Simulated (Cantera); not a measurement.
An isothermal plug-flow reactor at 925 K and 0.930 bar (inlet), inlet velocity 0.64 m/s, active area per volume 1300 1/m; feed 0.244 % CH4, 3.41 % O2, 96.3 % N2, equivalence ratio 0.14.

Cantera simulation using Deutschmann's 1995 Pt surface mechanism with GRI-Mech 3.0 gas chemistry; the numbers are that mechanism's predictions, not measurements. Catalytic surfaces can have several steady states; this one follows from the mechanism file's or the stated starting coverage. Mass transfer to the wall is taken as infinitely fast.

One state of this run: x CH4 = 0.00233; x O2 = 0.0339; x H2O = 0.000215; x CO2 = 0.000107; x CO = 8.97e-7; θ free Pt = 0.174; θ O* = 0.826; θ OH* = 0.000333. x: gas mole fraction; θ: surface coverage.

**Question.** Which value of z (m) does it belong to?
A. 9.6e-05
B. 0.00045
C. 0.00021
D. 0.0096

**Answer.** B, 0.00045
